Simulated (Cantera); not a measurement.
Premixed flame

A freely propagating, adiabatic, planar premixed flame of H2 : O2 : N2 = 1 : 0.455 : 1.71 (molar parts), equivalence ratio 1.1, unburnt at 375 K and 9.47 atm; mixture-averaged transport, grid criteria slope 0.08 and curve 0.16, no radiation.

Model: the H2/O2 subset of GRI-Mech 3.0, which has no nitrogen chemistry, integrated in Cantera. The hydrogen kinetics of GRI-Mech 3.0 are dated; newer H2 mechanisms differ, most at raised pressure. Burning velocities carry a grid error of a few per cent, more on coarse grids.

```json
[
 {"z (mm)": "-0.0729", "T (K)": "375", "u (m/s)": "2.76", "x H2": "0.316", "x O2": "0.144", "x H": "<1e-8", "x H2O": "1.05e-7", "x H2O2": "<1e-8", "x O": "<1e-8"},
 {"z (mm)": "-0.0486", "T (K)": "375", "u (m/s)": "2.76", "x H2": "0.315", "x O2": "0.144", "x H": "<1e-8", "x H2O": "1.17e-6", "x H2O2": "<1e-8", "x O": "<1e-8"},
 {"z (mm)": "-0.0364", "T (K)": "376", "u (m/s)": "2.76", "x H2": "0.314", "x O2": "0.144", "x H": "<1e-8", "x H2O": "1.03e-5", "x H2O2": "6.30e-8", "x O": "<1e-8"},
 {"z (mm)": "-0.0243", "T (K)": "381", "u (m/s)": "2.78", "x H2": "0.308", "x O2": "0.145", "x H": "<1e-8", "x H2O": "0.000158", "x H2O2": "1.17e-6", "x O": "9.55e-8"},
 {"z (mm)": "-0.0121", "T (K)": "489", "u (m/s)": "3.41", "x H2": "0.270", "x O2": "0.150", "x H": "1.72e-6", "x H2O": "0.00754", "x H2O2": "6.73e-5", "x O": "5.10e-6"},
 {"z (mm)": "-0.00607", "T (K)": "864", "u (m/s)": "5.76", "x H2": "0.215", "x O2": "0.138", "x H": "0.000940", "x H2O": "0.0499", "x H2O2": "0.000216", "x O": "0.000184"},
 {"z (mm)": "0", "T (K)": "1370", "u (m/s)": "8.92", "x H2": "0.148", "x O2": "0.101", "x H": "0.00791", "x H2O": "0.133", "x H2O2": "7.47e-5", "x O": "0.00162"},
 {"z (mm)": "0.00607", "T (K)": "1717", "u (m/s)": "11.1", "x H2": "0.0933", "x O2": "0.0592", "x H": "0.0163", "x H2O": "0.210", "x H2O2": "7.07e-6", "x O": "0.00350"},
 {"z (mm)": "0.0121", "T (K)": "1915", "u (m/s)": "12.3", "x H2": "0.0638", "x O2": "0.0332", "x H": "0.0193", "x H2O": "0.254", "x H2O2": "4.18e-6", "x O": "0.00414"},
 {"z (mm)": "0.0243", "T (K)": "2106", "u (m/s)": "13.5", "x H2": "0.0459", "x O2": "0.0156", "x H": "0.0163", "x H2O": "0.285", "x H2O2": "2.53e-6", "x O": "0.00371"},
 {"z (mm)": "0.0486", "T (K)": "2262", "u (m/s)": "14.4", "x H2": "0.0389", "x O2": "0.00892", "x H": "0.0102", "x H2O": "0.302", "x H2O2": "1.60e-6", "x O": "0.00228"},
 {"z (mm)": "0.0972", "T (K)": "2374", "u (m/s)": "15.0", "x H2": "0.0336", "x O2": "0.00533", "x H": "0.00575", "x H2O": "0.315", "x H2O2": "1.04e-6", "x O": "0.00114"},
 {"z (mm)": "0.194", "T (K)": "2443", "u (m/s)": "15.3", "x H2": "0.0292", "x O2": "0.00301", "x H": "0.00332", "x H2O": "0.324", "x H2O2": "6.46e-7", "x O": "0.000549"}
]
```
x: mole fraction of selected species; z is measured from the peak of heat release.

```yaml
laminar_burning_velocity: 276 cm/s
thermal_thickness: 0.0243 mm
peak x(H): 0.0193
peak x(H2O2): 0.000217
peak x(O): 0.00417
grid_points: 110
```
